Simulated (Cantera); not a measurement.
Charge: 1 mol CaS, 0.25 mol H2S, a varied amount of O2, held at 1227 °C and 10.0 Torr.

These are equilibrium values from Cantera (NASA tables, ideal gas, pure condensed phases), not measurements of a reactor. Candidate condensed phases: Ca, CaO, Ca(OH)2, CaS, CaSO4, H2O, H2SO4, S; 25 gas species. Mutual solubility and eutectic melting of coexisting phases are not modelled. Rates play no part.

x: gas mole fraction; n: condensed amount in mol.

```tsv
n(O2) (mol)	x SO2	x H2O	x S2	x H2	x H2S	n CaS(s)	n CaO(s)
0.18	0.189	0.487	0.193	0.101	0.0186	1.00	0
0.29	0.381	0.478	0.0698	0.0542	0.00601	1.00	0
0.4	[?]	[?]	0.0410	[?]	[?]	0.944	[?]
0.5	0.530	0.381	0.0438	0.0326	0.00286	0.871	0.129
0.61	0.573	0.339	0.0462	0.0283	0.00255	0.790	0.210
0.72	0.608	0.305	0.0480	0.0250	0.00230	0.710	0.290
0.83	0.636	[?]	0.0495	[?]	[?]	[?]	[?]
0.94	0.660	0.255	0.0508	0.0203	0.00192	0.550	0.450
1	0.672	0.244	0.0513	0.0193	0.00183	0.506	0.494
```

**Question.** What belongs in the gaps?

**Answer.** 
- 0.4, x SO2: 0.480
- 0.4, x H2O: 0.428
- 0.4, x H2: 0.0379
- 0.4, x H2S: 0.00322
- 0.4, n CaO(s): 0.0565
- 0.83, x H2O: 0.278
- 0.83, x H2: 0.0224
- 0.83, x H2S: 0.00209
- 0.83, n CaS(s): 0.630
- 0.83, n CaO(s): 0.370
